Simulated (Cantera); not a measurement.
# Equilibrium for boron, boron nitride and boron oxide: borazine + O2 + N2

Charge: 1 mol borazine, 0.63 mol O2, 2.6 mol N2, held at 1623 K and 75.0 Torr.

Equilibrium computed with Cantera from the NASA thermochemical tables; the gas is ideal and each condensed phase is pure. Candidate condensed phases: B, BN, B2O3, B3O3H3, H2O; 39 gas species. The feed counts by its element totals alone. Mutual solubility and eutectic melting of coexisting phases are not modelled. Gases not in the tables: H3BO3. Kinetics and transport are ignored.

* **x(N2)**: 0.497
* **x(H2)**: 0.488
* **x(HBO2)**: 0.00760
* **x(HBO)**: 0.00309
* **x(B2O3)**: 0.00220
* **x(H2O)**: 0.00133
* **x(H)**: 0.000153
* **x(B2O2)**: 0.000107
* **x(BO)**: 2.13e-5
* **n(BN(s))**: 2.17 mol
* **n(B2O3(l))**: 0.367 mol
* **gas amount**: 6.060 mol
* **log10 activity of B(s) (absent)**: -2.82
* **log10 activity of B3O3H3(s) (absent)**: -10.92
